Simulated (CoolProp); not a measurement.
CH3F (R41) along the isobar 35000 kPa: density (kg/m³) from the reference equation and from simpler models built on Tc = 317.3 K, pc = 5906 kPa, ω = 0.200; each cubic takes its own stable root.

Computed with CoolProp (reference Helmholtz-energy equation of state, Lemmon 2006). It is a short technical equation, of lower accuracy than the large ones.

```
T (K)          phase  reference
-----  -------------  ---------
191.9         liquid      925.5
209.9         liquid      894.9
227.8         liquid      863.8
245.7         liquid      831.8
263.6         liquid      798.8
281.6         liquid      764.5
299.5         liquid      729.1
317.4  supercritical      692.6
335.4  supercritical      654.7
353.3  supercritical      616.2
371.2  supercritical      577.2
389.1  supercritical      538.4
407.1  supercritical      500.3
425    supercritical      464.1
```

Question: How far does each simpler model (van der Waals, Redlich-Kwong, Soave-Redlich-Kwong, Peng-Robinson) lie from the reference over these 14 states: mean and median of the absolute difference, and the worst?

Answer: 
- van der Waals: mean 36.6 %, median 38.4 %, worst -44.9 % at 191.9 K and 35000 kPa
- Redlich-Kwong: mean 19.0 %, median 19.9 %, worst -21.4 % at 191.9 K and 35000 kPa
- Soave-Redlich-Kwong: mean 19.8 %, median 19.7 %, worst -20.4 % at 191.9 K and 35000 kPa
- Peng-Robinson: mean 11.0 %, median 10.7 %, worst -12.6 % at 407.1 K and 35000 kPa
